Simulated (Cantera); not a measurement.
Input: 1 mol AlN, 0.38 mol H2O, a varied amount of N2, 0.19 mol I2, at 952 °C and 1330 Pa.

Equilibrium computed with Cantera from the NASA thermochemical tables; the gas is ideal and each condensed phase is pure. Candidate condensed phases: Al, AlI3, AlN, Al2O3, H2O, I2; 41 gas species. Mutual solubility and eutectic melting of coexisting phases are not modelled. Kinetics and transport are ignored.

Q: At 2.6 mol N2, list the 7 most abundant gas species with their mole fractions, and the condensed phases.

A: N2 0.799, H2 0.0927, I 0.0697, HI 0.0372, AlI3 0.00101, I2 0.000696, AlI 1.21e-5. Condensed: AlN(s) + Al2O3(s).
